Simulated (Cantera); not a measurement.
A closed system holds: 1 mol SiC, 2.4 mol N₂O, 520 mol N₂, at 0.0133 bar.

These are equilibrium values from Cantera (NASA tables, ideal gas, pure condensed phases), not measurements of a reactor. Candidate condensed phases: C, Si, SiC, SiO₂, Si₂N₂O, Si₃N₄; 34 gas species. Mutual solubility and eutectic melting of coexisting phases are not modelled. The tables hold silica as quartz up to 1696 K and as liquid above; real silica turns to tridymite and cristobalite and melts near 1996 K. The numbers say what is thermodynamically allowed, not how fast it happens.

**Question.** Which condensed phases are stable at each of these points (T (°C)): 775, 925, 1075, 1225, 1375, 1525, 1675, 1825?

**Answer.** 
| T (°C) | condensed phases | Si condensed (%) |
|---|---|---|
| 775 | SiO₂(β-quartz) + Si₂N₂O(s) | 100.0 |
| 925 | SiO₂(β-quartz) + Si₂N₂O(s) | 100.0 |
| 1075 | SiO₂(β-quartz) + Si₂N₂O(s) | 99.6 |
| 1225 | SiO₂(β-quartz) + Si₂N₂O(s) | 65.0 |
| 1375 | SiO₂(β-quartz) | 39.8 |
| 1525 | SiO₂(condensed) | 36.6 |
| 1675 | SiO₂(condensed) | 12.3 |
| 1825 | gas only | 0.0 |

From 775 °C to 1225 °C the condensed part is SiO₂(β-quartz) + Si₂N₂O(s). At 1375 °C the condensed part is SiO₂(β-quartz). From 1525 °C to 1675 °C the condensed part is SiO₂(condensed). At 1825 °C nothing is condensed.
